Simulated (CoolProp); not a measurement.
C3F8 (R218) along the isobar 1.46 MPa: Z from the reference equation and from simpler models built on Tc = 345.0 K, pc = 2.640 MPa, ω = 0.317; each cubic takes its own stable root.

Values from CoolProp's reference Helmholtz-energy equation of state, Lemmon 2006. It is a short technical equation, of lower accuracy than the large ones.

```tsv
T (K)	phase	reference	Soave-Redlich-Kwong	Peng-Robinson
194.3	liquid	0.09596	0.1013	0.08994
205.2	liquid	0.09287	0.09779	0.08676
216	liquid	0.09024	0.09489	0.08411
226.8	liquid	0.08800	0.09251	0.08192
237.6	liquid	0.08613	0.09063	0.08019
248.5	liquid	0.08461	0.08924	0.07888
259.3	liquid	0.08346	0.08838	0.07806
270.1	liquid	0.08269	0.08809	0.07776
281	liquid	0.08236	0.08850	0.07808
291.8	liquid	0.08258	0.08981	0.07922
302.6	liquid	0.08354	0.09243	0.08155
313.5	liquid	0.08575	0.09743	0.08603
324.3	gas	0.6899	0.7017	0.6808
335.1	gas	0.7427	0.7473	0.7272
346	gas	0.7813	0.7828	0.7633
```
